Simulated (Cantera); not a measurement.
A perfectly stirred reactor is fed with 5.88 % C₂H₆, 94.1 % N₂, at 100000 Pa; it is held at 2000 K, and followed from long to short residence time.

Model: GRI-Mech 3.0 (53 species, 325 reactions), integrated in Cantera. GRI-Mech 3.0 stops at C3 and has no aromatics, soot or wall deposition, so with more carbon than oxygen in the feed, carbon stays in small species such as C2H2 where larger ones or solid carbon would form.

x: mole fraction; the columns are a selection and need not sum to one.

```
τ (s)     x C₂H₆    x H₂     x CH₄     x CH₃    x CH₂       x H
------  --------  ------  --------  --------  -------  --------
0.57     4.06e-7   0.104  0.000911   9.38e-5  6.23e-7  0.000542
0.23     9.96e-7   0.103   0.00139  0.000146  9.85e-7  0.000551
0.095    2.38e-6   0.102   0.00206  0.000226  1.55e-6  0.000566
0.039    5.67e-6   0.100   0.00301  0.000348  2.46e-6  0.000590
0.016    1.34e-5  0.0983   0.00426  0.000533  3.93e-6  0.000626
0.0065   3.16e-5  0.0957   0.00585  0.000815  6.35e-6         ?
0.0026   7.47e-5  0.0923   0.00778   0.00125  1.04e-5         ?
0.0011  0.000166  0.0883   0.00986   0.00186  1.62e-5         ?
```

**Question.** What belongs in the gaps?

**Answer.** 
- 0.0065, x H: 0.000680
- 0.0026, x H: 0.000756
- 0.0011, x H: 0.000845
